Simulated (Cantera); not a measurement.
Premixed flame

A freely propagating, adiabatic, planar premixed flame of 4.92 % CH4, 0.290 % C2H6, 0.433 % C3H8, 18.9 % O2, 70.8 % N2, 4.67 % CO2, equivalence ratio 0.69, unburnt at 623 K and 760 Torr; unity-Lewis-number transport, grid criteria slope 0.08 and curve 0.16, no radiation.

Detailed kinetics in Cantera: GRI-Mech 3.0 (53 species, 325 reactions). Unity Lewis numbers drop preferential diffusion, which matters most where H2 and H carry the flame. Burning velocities carry a grid error of a few per cent, more on coarse grids.

```json
[
 {"z (mm)": "-1.36", "T (K)": "624", "u (m/s)": "0.662", "x CH4": "0.0491", "x C2H6": "0.00290", "x C3H8": "0.00432", "x H": "<1e-8", "x N2O": "<1e-8", "x HO2": "2.20e-7"},
 {"z (mm)": "-0.906", "T (K)": "629", "u (m/s)": "0.668", "x CH4": "0.0489", "x C2H6": "0.00288", "x C3H8": "0.00429", "x H": "<1e-8", "x N2O": "<1e-8", "x HO2": "1.61e-6"},
 {"z (mm)": "-0.680", "T (K)": "644", "u (m/s)": "0.684", "x CH4": "0.0482", "x C2H6": "0.00285", "x C3H8": "0.00422", "x H": "<1e-8", "x N2O": "<1e-8", "x HO2": "5.35e-6"},
 {"z (mm)": "-0.453", "T (K)": "711", "u (m/s)": "0.757", "x CH4": "0.0451", "x C2H6": "0.00267", "x C3H8": "0.00386", "x H": "3.93e-8", "x N2O": "1.09e-8", "x HO2": "2.15e-5"},
 {"z (mm)": "-0.227", "T (K)": "986", "u (m/s)": "1.06", "x CH4": "0.0321", "x C2H6": "0.00191", "x C3H8": "0.00239", "x H": "7.52e-6", "x N2O": "4.64e-8", "x HO2": "7.30e-5"},
 {"z (mm)": "-0.113", "T (K)": "1272", "u (m/s)": "1.38", "x CH4": "0.0181", "x C2H6": "0.000980", "x C3H8": "0.000937", "x H": "0.000131", "x N2O": "8.61e-8", "x HO2": "0.000145"},
 {"z (mm)": "0", "T (K)": "1582", "u (m/s)": "1.73", "x CH4": "0.00377", "x C2H6": "6.85e-5", "x C3H8": "4.06e-5", "x H": "0.00170", "x N2O": "1.45e-7", "x HO2": "0.000119"},
 {"z (mm)": "0.113", "T (K)": "1709", "u (m/s)": "1.86", "x CH4": "0.000182", "x C2H6": "1.79e-7", "x C3H8": "6.07e-8", "x H": "0.00308", "x N2O": "2.17e-7", "x HO2": "2.42e-5"},
 {"z (mm)": "0.227", "T (K)": "1761", "u (m/s)": "1.91", "x CH4": "5.77e-6", "x C2H6": "<1e-8", "x C3H8": "<1e-8", "x H": "0.00294", "x N2O": "2.68e-7", "x HO2": "1.47e-5"},
 {"z (mm)": "0.453", "T (K)": "1826", "u (m/s)": "1.97", "x CH4": "<1e-8", "x C2H6": "<1e-8", "x C3H8": "<1e-8", "x H": "0.00202", "x N2O": "3.20e-7", "x HO2": "1.05e-5"},
 {"z (mm)": "0.906", "T (K)": "1890", "u (m/s)": "2.03", "x CH4": "<1e-8", "x C2H6": "<1e-8", "x C3H8": "<1e-8", "x H": "0.000937", "x N2O": "3.84e-7", "x HO2": "6.25e-6"},
 {"z (mm)": "1.81", "T (K)": "1939", "u (m/s)": "2.08", "x CH4": "<1e-8", "x C2H6": "<1e-8", "x C3H8": "<1e-8", "x H": "0.000317", "x N2O": "4.39e-7", "x HO2": "3.23e-6"},
 {"z (mm)": "3.62", "T (K)": "1967", "u (m/s)": "2.11", "x CH4": "<1e-8", "x C2H6": "<1e-8", "x C3H8": "<1e-8", "x H": "9.16e-5", "x N2O": "3.95e-7", "x HO2": "1.74e-6"}
]
```
x: mole fraction of selected species; z is measured from the peak of heat release.

```json
{
 "laminar_burning_velocity": "66.1 cm/s",
 "thermal_thickness": "0.453 mm",
 "peak x(H)": "0.00312",
 "peak x(HO2)": "0.000173",
 "grid_points": "134"
}
```
